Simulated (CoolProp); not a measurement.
R142b along the isotherm 268.4 K: density (kg/m³) from the reference equation and from simpler models built on Tc = 410.3 K, pc = 4.055 MPa, ω = 0.232; each cubic takes its own stable root.

Computed with CoolProp (reference Helmholtz-energy equation of state, Lemmon 2006). It is a short technical equation, of lower accuracy than the large ones.

```json
[
 {"p (MPa)": "0.634", "phase": "liquid", "reference": "___", "Redlich-Kwong": "1037", "Peng-Robinson": "___"},
 {"p (MPa)": "1.27", "phase": "liquid", "reference": "1185", "Redlich-Kwong": "1039", "Peng-Robinson": "1211"},
 {"p (MPa)": "1.9", "phase": "liquid", "reference": "1187", "Redlich-Kwong": "___", "Peng-Robinson": "___"},
 {"p (MPa)": "2.53", "phase": "liquid", "reference": "1189", "Redlich-Kwong": "1045", "Peng-Robinson": "1215"},
 {"p (MPa)": "3.17", "phase": "liquid", "reference": "1190", "Redlich-Kwong": "1047", "Peng-Robinson": "1217"},
 {"p (MPa)": "3.8", "phase": "liquid", "reference": "___", "Redlich-Kwong": "1050", "Peng-Robinson": "1219"},
 {"p (MPa)": "4.43", "phase": "liquid", "reference": "1193", "Redlich-Kwong": "1053", "Peng-Robinson": "1221"},
 {"p (MPa)": "5.07", "phase": "liquid", "reference": "1194", "Redlich-Kwong": "___", "Peng-Robinson": "1223"},
 {"p (MPa)": "5.7", "phase": "liquid", "reference": "1196", "Redlich-Kwong": "1057", "Peng-Robinson": "1225"},
 {"p (MPa)": "6.34", "phase": "liquid", "reference": "___", "Redlich-Kwong": "1060", "Peng-Robinson": "1226"},
 {"p (MPa)": "6.97", "phase": "liquid", "reference": "1199", "Redlich-Kwong": "1062", "Peng-Robinson": "1228"},
 {"p (MPa)": "7.6", "phase": "liquid", "reference": "___", "Redlich-Kwong": "1064", "Peng-Robinson": "1230"},
 {"p (MPa)": "8.24", "phase": "liquid", "reference": "1201", "Redlich-Kwong": "1066", "Peng-Robinson": "1232"},
 {"p (MPa)": "8.87", "phase": "liquid", "reference": "1203", "Redlich-Kwong": "1069", "Peng-Robinson": "1233"},
 {"p (MPa)": "9.5", "phase": "liquid", "reference": "1204", "Redlich-Kwong": "1071", "Peng-Robinson": "1235"},
 {"p (MPa)": "10.1", "phase": "liquid", "reference": "1205", "Redlich-Kwong": "1073", "Peng-Robinson": "1237"}
]
```

### Question
Fill in the missing entries.

### Answer

- 0.634, reference: 1184
- 0.634, Peng-Robinson: 1209
- 1.9, Redlich-Kwong: 1042
- 1.9, Peng-Robinson: 1213
- 3.8, reference: 1192
- 5.07, Redlich-Kwong: 1055
- 6.34, reference: 1197
- 7.6, reference: 1200
